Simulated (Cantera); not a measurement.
## Low-pressure radical oxidation in H2/O2

An isothermal, constant-pressure homogeneous reactor starts with 10.7 % H2, 89.3 % O2, equivalence ratio 0.060, at 1050 K and 5.25 Torr.

Computed with Cantera and the H2/O2 subset of GRI-Mech 3.0, which has no nitrogen chemistry. Radical loss at walls, strong at low pressure, is not modelled. The temperature is held fixed by assumption; the heat of reaction is taken as removed at once.

| t (s) | x H2 | x O2 | x O | x H2O2 | x H2O | x H | x HO2 |
|---|---|---|---|---|---|---|---|
| 5.00e-5 | 0.107 | 0.893 | 1.02e-11 | <1e-12 | 2.07e-12 | 8.14e-11 | 8.96e-11 |
| 0.000128 | 0.107 | 0.893 | 5.93e-11 | <1e-12 | 2.76e-11 | 1.97e-10 | 2.29e-10 |
| 0.000327 | 0.107 | 0.893 | 3.44e-10 | <1e-12 | 3.28e-10 | 5.67e-10 | 5.88e-10 |
| 0.000836 | 0.107 | 0.893 | 2.95e-9 | <1e-12 | 4.86e-9 | 3.38e-9 | 1.52e-9 |
| 0.00214 | 0.107 | 0.893 | 1.75e-7 | 4.70e-12 | 3.60e-7 | 1.87e-7 | 5.26e-9 |
| 0.00547 | 0.0969 | 0.887 | 0.00341 | 2.64e-8 | 0.00746 | 0.00398 | 2.72e-6 |
| 0.0140 | 0.00296 | 0.837 | 0.0391 | 8.04e-8 | 0.0899 | 0.0276 | 4.80e-6 |
| 0.0358 | 0.00180 | 0.858 | 0.0233 | 9.57e-8 | 0.101 | 0.0125 | 4.78e-6 |
| 0.0914 | 0.000590 | 0.878 | 0.00736 | 1.13e-7 | 0.110 | 0.00217 | 3.91e-6 |
| 0.234 | 9.85e-5 | 0.885 | 0.00123 | 9.93e-8 | 0.113 | 0.000145 | 2.00e-6 |
| 0.598 | 1.39e-5 | 0.887 | 0.000177 | 5.81e-8 | 0.113 | 7.91e-6 | 6.24e-7 |
| 1.53 | 2.36e-6 | 0.887 | 3.13e-5 | 2.71e-8 | 0.113 | 5.87e-7 | 1.59e-7 |
| 3.91 | 5.19e-7 | 0.887 | 7.09e-6 | 1.19e-8 | 0.113 | 6.34e-8 | 4.26e-8 |
| 10.0 | 1.39e-7 | 0.887 | 1.95e-6 | 5.08e-9 | 0.113 | 9.15e-9 | 1.29e-8 |
x: mole fraction; the columns are a selection and need not sum to one.

Equilibrium at this temperature and pressure: H2 5.23e-10, O2 0.887, O 7.58e-9, H2O2 4.62e-11, H2O 0.113, H 2.23e-12, HO2 1.81e-9 (gas phase only).
